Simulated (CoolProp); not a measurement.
A single-stage vapour-compression cycle with fluoroethane (R161): evaporating at 255.15 K (dew point), condensing at 320.15 K (bubble point), superheat 8 K, subcooling 5 K, compressor efficiency 0.7, no pressure losses. Each further row changes one setting.

Computed with CoolProp (reference Helmholtz-energy equation of state, Wu 2012).

| case | cooling COP | pressure ratio | discharge temperature (K) | refrigerating effect (kJ/kg) | volumetric capacity (kJ/m³) |
|---|---|---|---|---|---|
| as stated | 2.09 | 7.01 | 379.2 | 279 | 1490 |
| evaporating temperature 260.15 K | 2.36 | 5.81 | 373.8 | 283 | 1810 |
| condensing temperature 315.15 K | 2.33 | 6.22 | 371.8 | 291 | 1560 |
| subcooling 10 K | 2.18 | 7.01 | 379.2 | 291 | 1560 |
| superheat 18 K | 2.09 | 7.01 | 389.9 | 291 | 1490 |
| compressor efficiency 0.6 | 1.79 | 7.01 | 392.4 | 279 | 1490 |
